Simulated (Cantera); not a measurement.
An isothermal, constant-pressure homogeneous reactor starts with 71.9 % N₂O, 28.1 % O₂, at 1125 K and 1.00 bar.

Cantera simulation using GRI-Mech 3.0 (53 species, 325 reactions); the numbers are that mechanism's predictions, not measurements. GRI-Mech 3.0 was tuned for natural gas; its chemistry of N2O as a main component is partial and can be far from experiment. The mechanism lacks the step 2 NO + O2 → 2 NO2, which can matter for NO2 below about 1400 K. The temperature is held fixed by assumption; the heat of reaction is taken as removed at once.

Problem. Predict: x(N₂O) at 30.0 s; x(O₂) at 30.0 s; x(NO₂) at 30.0 s; x(O) at 30.0 s; x(NO) at 30.0 s; x(N₂) at 30.0 s.

Solution. 
* **x(N₂O) at 30.0 s**: 0.0374 (gas-phase equilibrium 7.91e-9)
* **x(O₂) at 30.0 s**: 0.447 (gas-phase equilibrium 0.471)
* **x(NO₂) at 30.0 s**: 0.000404 (gas-phase equilibrium 4.85e-6)
* **x(O) at 30.0 s**: 6.28e-8 (gas-phase equilibrium 3.19e-9)
* **x(NO) at 30.0 s**: 0.0279 (gas-phase equilibrium 0.000131)
* **x(N₂) at 30.0 s**: 0.488 (gas-phase equilibrium 0.529)
